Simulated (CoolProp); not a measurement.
The fluid at 327.63 K and 5.48 MPa is throttled through a valve to 2.59 MPa with no heat exchange. The same conditions are run with several fluids, on thermodynamics alone (safety and materials aside).

The numbers come from the reference Helmholtz-energy equation of state of each fluid (carbonyl sulfide: Lemmon 2006; benzene: Thol 2012; cyclopropane: Polt 1992; toluene: Lemmon 2006; decamethylcyclopentasiloxane (D5): Thol 2019) in CoolProp. The equations of Platzer and Polt are older, rougher fits.

```json
[
 {"fluid": "carbonyl sulfide", "temperature change (K)": "?", "final density (kg/m³)": "?"},
 {"fluid": "benzene", "temperature change (K)": "+1.1", "final density (kg/m³)": "?"},
 {"fluid": "cyclopropane", "temperature change (K)": "?", "final density (kg/m³)": "573"},
 {"fluid": "toluene", "temperature change (K)": "?", "final density (kg/m³)": "?"},
 {"fluid": "decamethylcyclopentasiloxane (D5)", "temperature change (K)": "+1.1", "final density (kg/m³)": "?"}
]
```

Problem. Fill in the missing entries.

Solution. 
- carbonyl sulfide, temperature change (K): -0.8
- carbonyl sulfide, final density (kg/m³): 898
- benzene, final density (kg/m³): 843
- cyclopropane, temperature change (K): -0.0
- toluene, temperature change (K): +1.2
- toluene, final density (kg/m³): 836
- decamethylcyclopentasiloxane (D5), final density (kg/m³): 925
